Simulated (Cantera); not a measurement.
Mixture: 4.62 % CH4, 1.90 % H2, 19.2 % O2, 72.1 % N2, 2.13 % H2O, equivalence ratio 0.53, at 800000 Pa, adiabatic and at constant volume. Ignition delay is the time to a rise of 400 K.

Computed with Cantera and GRI-Mech 3.0 (53 species, 325 reactions).

**Question.** Predict: delay at 1000 K; delay at 1100 K; delay at 1200 K; delay at 1300 K; delay at 1400 K; delay at 1500 K; delay at 1600 K; apparent activation energy between 1400 and 1600 K.

**Answer.** 
| Property | Result |
|---|---|
| delay at 1000 K | 20.2 ms |
| delay at 1100 K | 2.39 ms |
| delay at 1200 K | 0.524 ms |
| delay at 1300 K | 0.194 ms |
| delay at 1400 K | 89.7 µs |
| delay at 1500 K | 45.5 µs |
| delay at 1600 K | 24.5 µs |
| apparent activation energy between 1400 and 1600 K | 120 kJ/mol |
